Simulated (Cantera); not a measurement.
A perfectly stirred reactor is fed with 12.3 % CH₃OH, 18.4 % O₂, 69.3 % N₂, equivalence ratio 1.0, at 3750 Torr; it is adiabatic with a 700 K inlet, and is followed from long to short residence time, starting on the burning branch (τ in s: 0.048, 0.023, 0.011, 0.0056, 0.0028, 0.0013, 0.00066, 0.00032, 0.00016, 7.8e-05, 3.8e-05).

Cantera simulation using GRI-Mech 3.0 (53 species, 325 reactions); the numbers are that mechanism's predictions, not measurements. GRI-Mech 3.0 was tuned for natural gas; its chemistry of methanol as a main component is partial and can be far from experiment.

x: mole fraction; the columns are a selection and need not sum to one.

```csv
τ (s),T (K),x CH₃OH,x O₂,x CO₂,x CH₂CO,x C₂H,x HO₂,x HCN
0.048,2454,2.71e-7,0.00750,0.0989,1.65e-10,<1e-12,2.35e-6,5.51e-8
0.023,2453,[?],0.00778,0.0987,3.36e-10,<1e-12,2.46e-6,[?]
0.011,2449,1.12e-6,0.00825,0.0983,6.73e-10,<1e-12,2.65e-6,1.50e-7
0.0056,2442,2.10e-6,0.00891,0.0976,1.24e-9,1.12e-12,2.95e-6,1.96e-7
0.0028,2430,[?],[?],0.0963,[?],2.64e-12,[?],2.22e-7
0.0013,2406,7.50e-6,0.0114,0.0941,4.23e-9,5.51e-12,4.43e-6,2.25e-7
0.00066,2375,1.29e-5,0.0131,0.0913,7.18e-9,9.15e-12,5.93e-6,2.18e-7
0.00032,2331,2.24e-5,0.0154,0.0875,1.30e-8,1.58e-11,8.66e-6,2.23e-7
0.00016,2280,3.78e-5,0.0180,0.0833,2.54e-8,3.15e-11,1.30e-5,2.62e-7
7.8e-5,2218,6.61e-5,0.0212,0.0783,5.81e-8,8.12e-11,2.05e-5,3.63e-7
3.8e-5,2148,0.000121,0.0250,0.0723,1.53e-7,2.48e-10,3.34e-5,5.59e-7
```

Question: What belongs in the gaps?

Answer: 
- 0.023, x CH₃OH: 5.56e-7
- 0.023, x HCN: 9.67e-8
- 0.0028, x CH₃OH: 3.91e-6
- 0.0028, x O₂: 0.00988
- 0.0028, x CH₂CO: 2.27e-9
- 0.0028, x HO₂: 3.45e-6
